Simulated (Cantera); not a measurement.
Charge: 1 mol SiC, 0.54 mol N2O, a varied amount of H2, held at 1648.15 K and 26.0 mbar.

These are equilibrium values from Cantera (NASA tables, ideal gas, pure condensed phases), not measurements of a reactor. Candidate condensed phases: C, C6H6, C7H8, C8H18, H2O, Si, SiC, SiO2, Si2N2O, Si3N4; 151 gas species. Mutual solubility and eutectic melting of coexisting phases are not modelled. Kinetics and transport are ignored.

Which condensed phases are stable at each of these points (n(H2) (mol)): 2, 3.2, 5.3, 8.6, 14, 23, 38, 62?


```
n(H2) (mol)    condensed phases  Si condensed (%)
-----------  ------------------  ----------------
2            SiC(s) + Si2N2O(s)              98.8
3.2          SiC(s) + Si2N2O(s)              98.1
5.3          SiC(s) + Si2N2O(s)              96.7
8.6          SiC(s) + Si2N2O(s)              94.2
14           SiC(s) + Si2N2O(s)              90.0
23           SiC(s) + Si2N2O(s)              82.8
38                       SiC(s)              73.0
62                       SiC(s)              72.9
```

From 2 mol H2 to 23 mol H2 the condensed part is SiC(s) + Si2N2O(s). From 38 mol H2 to 62 mol H2 the condensed part is SiC(s).
